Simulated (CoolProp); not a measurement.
Vapour-liquid equilibrium of ethanol (1) + hexamethyldisiloxane (MM) (2) at 10.8 bar; x and y are mole fractions of (1).

Values from CoolProp's multi-fluid Helmholtz-energy mixture model, Schroeder 2014 and Thol 2016; pair parameters Bell 2016.

### Question
Give the bubble temperature and the first vapour's composition at x = 0.2, 0.35, 0.95. Is there an azeotrope?

### Answer
x = 0.2: 177.7 °C, y = 0.446; x = 0.35: 167.6 °C, y = 0.589; x = 0.95: 154.2 °C, y = 0.959. No azeotrope shows between x = 0.05 and 0.95.

The pair parameters rest on a limited set of measurements; away from them the model extrapolates.
